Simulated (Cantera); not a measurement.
Input: 1 mol MgO, 4.9 mol SO2, 1.1 mol N2, equilibrated at 1600 °C and 0.140 bar.

Method: chemical equilibrium by Gibbs-energy minimisation in Cantera with the NASA 1993 tables (ideal gas, pure condensed phases). Candidate condensed phases: Mg, MgO, MgS, MgSO4, S; 22 gas species. Kinetics and transport are ignored.

What is the equilibrium state?


```json
{
 "x(SO2)": "0.813",
 "x(N2)": "0.183",
 "x(SO)": "0.00271",
 "x(O2)": "0.00121",
 "x(NO)": "0.000193",
 "x(SO3)": "8.71e-5",
 "x(O)": "2.20e-5",
 "x(S)": "3.35e-6",
 "n(MgO(s))": "1.000 mol",
 "gas_amount": "6.008 mol",
 "log10 activity of S(l) (absent)": "-4.95",
 "log10 activity of Mg(l) (absent)": "-9.06"
}
```
